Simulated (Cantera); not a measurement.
**Ammonia decomposition in nitride growth gas**

An isothermal, constant-pressure homogeneous reactor starts with 84.8 % NH₃, 15.2 % N₂, at 2250 K and 0.0132 atm.

Cantera simulation using the gas-phase N/H chemistry of the illustrative SiF4/NH3 mechanism in the Surface Chemkin manual (1991); the numbers are that mechanism's predictions, not measurements. Walls and surfaces, which speed up NH3 decomposition in real reactors, are not modelled.

```json
[
 {"t (s)": "0.000100", "x NH₃": "0.847", "x N₂": "0.152", "x NH": "1.60e-7", "x N": "1.10e-10", "x H": "3.32e-6"},
 {"t (s)": "0.000213", "x NH₃": "0.847", "x N₂": "0.152", "x NH": "9.52e-7", "x N": "1.30e-9", "x H": "3.40e-6"},
 {"t (s)": "0.000454", "x NH₃": "0.846", "x N₂": "0.152", "x NH": "4.96e-6", "x N": "1.17e-8", "x H": "3.88e-6"},
 {"t (s)": "0.000969", "x NH₃": "0.844", "x N₂": "0.152", "x NH": "1.78e-5", "x N": "5.58e-8", "x H": "6.46e-6"},
 {"t (s)": "0.00206", "x NH₃": "0.838", "x N₂": "0.153", "x NH": "4.08e-5", "x N": "2.17e-7", "x H": "1.75e-5"},
 {"t (s)": "0.00440", "x NH₃": "0.822", "x N₂": "0.155", "x NH": "5.82e-5", "x N": "6.74e-7", "x H": "4.56e-5"},
 {"t (s)": "0.00938", "x NH₃": "0.787", "x N₂": "0.162", "x NH": "6.80e-5", "x N": "1.57e-6", "x H": "9.64e-5"},
 {"t (s)": "0.0200", "x NH₃": "0.718", "x N₂": "0.175", "x NH": "7.83e-5", "x N": "3.08e-6", "x H": "0.000190"},
 {"t (s)": "0.0426", "x NH₃": "0.597", "x N₂": "0.198", "x NH": "8.52e-5", "x N": "4.94e-6", "x H": "0.000361"},
 {"t (s)": "0.0909", "x NH₃": "0.417", "x N₂": "0.232", "x NH": "8.34e-5", "x N": "6.51e-6", "x H": "0.000658"},
 {"t (s)": "0.194", "x NH₃": "0.216", "x N₂": "0.271", "x NH": "6.99e-5", "x N": "7.38e-6", "x H": "0.00115"},
 {"t (s)": "0.413", "x NH₃": "0.0677", "x N₂": "0.299", "x NH": "4.67e-5", "x N": "7.39e-6", "x H": "0.00199"},
 {"t (s)": "0.880", "x NH₃": "0.00697", "x N₂": "0.310", "x NH": "2.22e-5", "x N": "7.64e-6", "x H": "0.00451"},
 {"t (s)": "1.88", "x NH₃": "2.07e-5", "x N₂": "0.309", "x NH": "1.53e-6", "x N": "2.53e-6", "x H": "0.0213"},
 {"t (s)": "4.00", "x NH₃": "3.40e-7", "x N₂": "0.305", "x NH": "1.17e-7", "x N": "4.19e-7", "x H": "0.0446"}
]
```
x: mole fraction; the columns are a selection and need not sum to one.

Equilibrium at this temperature and pressure: NH₃ 5.29e-8, N₂ 0.304, NH 2.52e-8, N 1.06e-7, H 0.0520 (gas phase only).
